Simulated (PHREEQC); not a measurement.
Solution (35 °C): 0.021 mol/kgw NaHSO4 and 0.0067 mol/kgw NaCl. Closed to the air; pH follows from the charge balance.

The numbers come from PHREEQC with the ion-association model, wateq4f.dat.

No solid was allowed to form.

Question: Estimate the pH, ionic strength.

Answer: pH 1.97; ionic strength 0.0512 mol/kgw.

Question: In which forms is Na present?

Answer: Na+ 97 %, NaSO4- 2.7 % of the Na.
